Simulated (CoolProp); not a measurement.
The fluid at 388.44 K and 0.12 MPa is compressed adiabatically to 0.663 MPa with isentropic efficiency 0.7. The same conditions are run with several fluids, on thermodynamics alone (safety and materials aside).

Values from CoolProp's reference Helmholtz-energy equation of state of each fluid (c-C4F8 (RC318): Platzer 1990; ethanol: Schroeder 2014; ethane: Bücker 2006; ammonia: Gao 2020). The equations of Platzer and Polt are older, rougher fits.

**Question.** Rank c-C4F8 (RC318), ethanol, ethane, ammonia by work (kJ/kg), highest first.

**Answer.** ammonia (553), ethane (290), ethanol (181), c-C4F8 (RC318) (39.7)

```json
[
 {"fluid": "c-C4F8 (RC318)", "final temperature (K)": "433.7", "final density (kg/m³)": "38.9"},
 {"fluid": "ethanol", "final temperature (K)": "489.4", "final density (kg/m³)": "7.83"},
 {"fluid": "ethane", "final temperature (K)": "511.5", "final density (kg/m³)": "4.72"},
 {"fluid": "ammonia", "final temperature (K)": "614.3", "final density (kg/m³)": "2.22"}
]
```
